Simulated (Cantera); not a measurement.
Cantera run, input and output.

```python
import numpy as np
import cantera as ct

surf = ct.Interface("ptcombust.yaml", "Pt_surf")
gas = surf.adjacent["gas"]
gas.TPX = 300, 2100, {'CH4': 0.026, 'O2': 0.055, 'N2': 0.79}
jet = ct.ImpingingJet(gas=gas, width=0.03, surface=surf)
jet.inlet.mdot, jet.inlet.T, jet.inlet.X = 0.033, 300, {'CH4': 0.026, 'O2': 0.055, 'N2': 0.79}
jet.set_refine_criteria(ratio=10, slope=0.2, curve=0.3)
show, cover = ['CH4', 'O2', 'H2O', 'OH', 'CO', 'CO2'], ["PT(S)", "H(S)", "O(S)", "OH(S)", "CO(S)", "C(S)"]

rows = []
print(f"{'Ts/K':>7s}" + "".join(f"{s:>11s}" for s in show + cover) + "   (gas at the wall, coverages)")
for i, Ts in enumerate([900, 950, 1000, 1050, 1100, 1150, 1200]):
    jet.surface.T = Ts
    if i == 0:
        surf.TP = Ts, 2100
        surf.coverages = "PT(S):0.5, O(S):0.5"
        surf.advance_coverages(1.0)
        jet.set_initial_guess(products="inlet")
    jet.solve(loglevel=0, auto=(i == 0))
    rows.append([*(jet.X[gas.species_index(s), -1] for s in show), *surf[cover].coverages])
    print(f"{Ts:7g}" + "".join(f"{x:11.3e}" for x in rows[-1]))
```

It prints:

```
   Ts/K        CH4         O2        H2O         OH         CO        CO2      PT(S)       H(S)       O(S)      OH(S)      CO(S)       C(S)   (gas at the wall, coverages)
    900  2.136e-02  4.511e-02  1.587e-02  3.810e-08  1.143e-05  1.038e-02  3.381e-01  7.252e-08  6.613e-01  5.803e-04  9.378e-06  3.338e-08
    950  1.791e-02  3.779e-02  2.227e-02  1.221e-07  1.388e-05  1.459e-02  4.301e-01  1.770e-07  5.693e-01  5.867e-04  7.387e-06  3.537e-08
   1000  1.489e-02  3.141e-02  2.782e-02  3.293e-07  1.663e-05  1.827e-02  5.215e-01  3.740e-07  4.779e-01  5.505e-04  5.715e-06  3.575e-08
   1050  1.251e-02  2.639e-02  3.216e-02  7.814e-07  2.012e-05  2.115e-02  6.082e-01  7.088e-07  3.913e-01  4.896e-04  4.467e-06  3.558e-08
   1100  1.075e-02  2.270e-02  3.534e-02  1.663e-06  2.496e-05  2.327e-02  6.864e-01  1.235e-06  3.132e-01  4.191e-04  3.583e-06  3.554e-08
   1150  9.485e-03  2.006e-02  3.760e-02  3.227e-06  3.195e-05  2.477e-02  7.548e-01  2.024e-06  2.449e-01  3.490e-04  2.986e-06  3.621e-08
   1200  8.604e-03  1.825e-02  3.914e-02  5.805e-06  4.220e-05  2.579e-02  8.118e-01  3.156e-06  1.879e-01  2.849e-04  2.584e-06  3.768e-08
```

Computed with Cantera and Deutschmann's 1995 Pt surface mechanism with GRI-Mech 3.0 gas chemistry. Catalytic surfaces can have several steady states; this one follows from the mechanism file's or the stated starting coverage.
